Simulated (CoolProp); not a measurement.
Properties of fluorine along the isotherm 152.3 K (Tc = 144.4 K, pc = 5.240 MPa, ω = 0.045).

Values from CoolProp's reference Helmholtz-energy equation of state, de Reuck 1990.

```csv
p (MPa),phase,density (kg/m³),Joule-Thomson coefficient (K/MPa),isothermal compressibility (1/MPa)
2.22,gas,76.66,7.120,0.5263
4.44,gas,190.2,6.795,…
6.67,supercritical,…,4.508,0.5461
8.89,supercritical,818.6,1.447,0.07505
11.1,supercritical,912.4,0.8289,0.03377
13.3,supercritical,968.0,0.5428,0.02173
15.6,supercritical,1010,0.3619,0.01580
17.8,supercritical,…,…,0.01251
20,supercritical,1068,0.1570,0.01034
```

Problem. What belongs in the gaps?

Solution. 
- 4.44, isothermal compressibility (1/MPa): 0.3529
- 6.67, density (kg/m³): 473.7
- 17.8, density (kg/m³): 1042
- 17.8, Joule-Thomson coefficient (K/MPa): 0.2439
